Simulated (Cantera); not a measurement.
A closed system holds: 1 mol SiO2, a varied amount of MgO, 9.7 mol N2, at 1223.15 K and 1.00 bar.

These are equilibrium values from Cantera (NASA tables, ideal gas, pure condensed phases), not measurements of a reactor. Candidate condensed phases: Mg, MgO, MgSiO3, Mg2SiO4, Si, SiO2, Si2N2O, Si3N4; 20 gas species. Mutual solubility and eutectic melting of coexisting phases are not modelled. The tables hold silica as quartz up to 1696 K and as liquid above; real silica turns to tridymite and cristobalite and melts near 1996 K. Condensed phases not in the tables: alloys, solid solutions and most ternary compounds. Equilibrium is a limit: real reactors are often held back by kinetics, nucleation or transport.

log p: log10 of the partial pressure in bar; n: condensed amount in mol.

```tsv
n(MgO) (mol)	log p N2	n MgSiO3(s)	n SiO2(β-quartz)	n Mg2SiO4(s)
0.11	0.00	0.110	[?]	0
0.28	0.00	0.280	[?]	0
0.45	0.00	0.450	[?]	0
0.61	0.00	0.610	[?]	0
0.78	0.00	0.780	[?]	0
0.95	0.00	0.950	[?]	0
1.1	0.00	0.900	0	0.100
1.3	0.00	0.700	0	0.300
```

Question: Some entries are withheld; supply them.

Answer: 
- 0.11, n SiO2(β-quartz): 0.890
- 0.28, n SiO2(β-quartz): 0.720
- 0.45, n SiO2(β-quartz): 0.550
- 0.61, n SiO2(β-quartz): 0.390
- 0.78, n SiO2(β-quartz): 0.220
- 0.95, n SiO2(β-quartz): 0.0500
